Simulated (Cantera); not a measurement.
# Oxide etching and cleaning by halides: SiO₂ + F₂

Charge: 1 mol SiO₂, 11 mol F₂, equilibrated at 1023 K.

These are equilibrium values from Cantera (NASA tables, ideal gas, pure condensed phases), not measurements of a reactor. Candidate condensed phases: Si, SiO₂; 17 gas species. The numbers say what is thermodynamically allowed, not how fast it happens.

From 0.00750 Torr to 750 Torr nothing is condensed. The main Si-bearing gas is SiF₄ throughout.

| P (Pa) | x F | x F₂ | x SiF₄ | x O₂ |
|---|---|---|---|---|
| 1 | 0.899 | 0.000538 | 0.0500 | 0.0500 |
| 6.80 | 0.896 | 0.00363 | 0.0502 | 0.0502 |
| 46 | 0.874 | 0.0234 | 0.0512 | 0.0512 |
| 320 | 0.764 | 0.124 | 0.0562 | 0.0562 |
| 2200 | 0.499 | 0.364 | 0.0682 | 0.0682 |
| 15000 | 0.244 | 0.596 | 0.0798 | 0.0798 |
| 100000 | 0.104 | 0.723 | 0.0862 | 0.0861 |
x: gas mole fraction; nothing condenses.
